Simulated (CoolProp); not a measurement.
Saturation properties of methanol (Tc = 513.4 K, pc = 82.16 bar, ω = 0.565).

The numbers come from the reference Helmholtz-energy equation of state, de Reuck 1993 in CoolProp.

```csv
T (K),p (bar),liquid viscosity (µPa s),vapour viscosity (µPa s)
253.4,0.01048,1160,8.22
273.1,0.04043,806,8.84
292.8,0.1279,588,9.45
312.4,0.3430,446,10.1
332.1,0.8117,348,10.7
351.8,1.726,278,11.2
371.4,3.347,227,11.8
391.1,6.048,187,12.3
```

It boils at 337.6 K under 1 atm.

Viscosity comes from a separate model (Xiang 2006).
